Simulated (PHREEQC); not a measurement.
Dissolve 3.5 mmol/kgw Pb(NO3)2 at 25 °C. Closed to the air; pH follows from the charge balance.

Model: ion-association model, phreeqc.dat, run in PHREEQC.

Question: The ionic strength comes out as 0.0101 mol/kgw. What activity coefficients do H+, Pb+2, PbOH+, PbNO3+, NO3- get?

Answer: H+ 0.91, Pb+2 0.66, PbOH+ 0.90, PbNO3+ 0.90, NO3- 0.90.

Precipitation was switched off in this run.
